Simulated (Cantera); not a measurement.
**Low-pressure radical oxidation in H2/O2**

A perfectly stirred reactor is fed with H2 : O2 = 0.0063 : 1 (molar parts), equivalence ratio 0.0032, at 0.0160 bar; it is held at 1325 K, and followed from long to short residence time.

Detailed kinetics in Cantera: the H2/O2 subset of GRI-Mech 3.0, which has no nitrogen chemistry. Radical loss at walls, strong at low pressure, is not modelled.

```tsv
τ (s)	x H2	x O2	x H	x OH	x H2O2	x H2O
7.5	6.12e-6	0.993	5.58e-6	0.000251	4.33e-9	0.00614
2.9	1.05e-5	0.992	1.30e-5	0.000333	5.75e-9	0.00609
1.1	1.82e-5	0.992	2.83e-5	0.000433	7.24e-9	0.00602
0.44	3.11e-5	0.991	5.23e-5	0.000535	8.58e-9	0.00595
0.17	5.68e-5	0.989	8.45e-5	0.000639	9.92e-9	0.00585
0.067	0.000111	0.989	0.000117	0.000741	1.15e-8	0.00572
0.026	0.000238	0.988	0.000148	0.000871	1.42e-8	0.00551
0.010	0.000537	0.988	0.000178	0.00105	1.88e-8	0.00511
0.0040	0.00117	0.989	0.000196	0.00124	2.43e-8	0.00437
0.0015	0.00263	0.990	0.000163	0.00124	2.53e-8	0.00293
0.00060	0.00536	0.993	3.91e-5	0.000436	5.69e-9	0.000660
```
x: mole fraction; the columns are a selection and need not sum to one.
